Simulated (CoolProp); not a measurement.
Properties of toluene at several states.

The numbers come from the reference Helmholtz-energy equation of state, Lemmon 2006 in CoolProp. It is a short technical equation, of lower accuracy than the large ones.

```json
[
 {"T (K)": "334.4", "p (kPa)": "766", "phase": "liquid", "density (kg/m³)": "828.7", "cp (kJ/(kg K))": "1.822", "speed of sound (m/s)": "1157", "expansivity (1/kK)": "1.151", "fugacity coefficient": "…"},
 {"T (K)": "315.8", "p (kPa)": "13000", "phase": "liquid", "density (kg/m³)": "856.4", "cp (kJ/(kg K))": "1.745", "speed of sound (m/s)": "1297", "expansivity (1/kK)": "1.027", "fugacity coefficient": "0.001162"},
 {"T (K)": "601.7", "p (kPa)": "671", "phase": "gas", "density (kg/m³)": "13.13", "cp (kJ/(kg K))": "2.179", "speed of sound (m/s)": "225.4", "expansivity (1/kK)": "2.025", "fugacity coefficient": "…"},
 {"T (K)": "311.7", "p (kPa)": "62", "phase": "liquid", "density (kg/m³)": "849.5", "cp (kJ/(kg K))": "1.745", "speed of sound (m/s)": "1246", "expansivity (1/kK)": "1.106", "fugacity coefficient": "0.1186"},
 {"T (K)": "491.4", "p (kPa)": "48.1", "phase": "gas", "density (kg/m³)": "1.093", "cp (kJ/(kg K))": "1.831", "speed of sound (m/s)": "…", "expansivity (1/kK)": "2.090", "fugacity coefficient": "0.9921"}
]
```

**Question.** What belongs in the gaps?

**Answer.** 
- 334.4, fugacity coefficient: 0.02588
- 601.7, fugacity coefficient: 0.9441
- 491.4, speed of sound (m/s): 214.5
